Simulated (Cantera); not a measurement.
Charge: 1 mol Al, a varied amount of HCl, 2.7 mol N2, at 948.15 K and 14.0 mbar.

Equilibrium computed with Cantera from the NASA thermochemical tables; the gas is ideal and each condensed phase is pure. Candidate condensed phases: Al, AlCl3, AlN, NH4Cl; 20 gas species. Equilibrium is a limit: real reactors are often held back by kinetics, nucleation or transport.

**Question.** At 1.6 mol HCl, list the 5 most abundant gas species with their mole fractions, and the condensed phases.

**Answer.** N2 0.635, H2 0.168, AlCl3 0.112, HCl 0.0860, Al2Cl6 3.71e-5. Condensed: AlN(s).
